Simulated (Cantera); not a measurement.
A closed system holds: 1 mol C6H6, 0.077 mol CO2, equilibrated at 1.13 Torr.

Equilibrium computed with Cantera from the NASA thermochemical tables; the gas is ideal and each condensed phase is pure. Candidate condensed phases: C, C6H6, C7H8, C8H18, H2O; 110 gas species. The numbers say what is thermodynamically allowed, not how fast it happens. All values below are at 1448 K.

Base state: H2 0.951, CO 0.0488, H 0.000232 (mole fractions); condensed: C(graphite).

What changes in the equilibrium state with this change: CO2 from 0.077 to 0.023 mol?


```
species             before     after
----------------  --------  --------
H2                   0.951     0.985
CO                  0.0488    0.0151
H                 0.000232  0.000236
C(graphite), mol      5.92      5.98
```
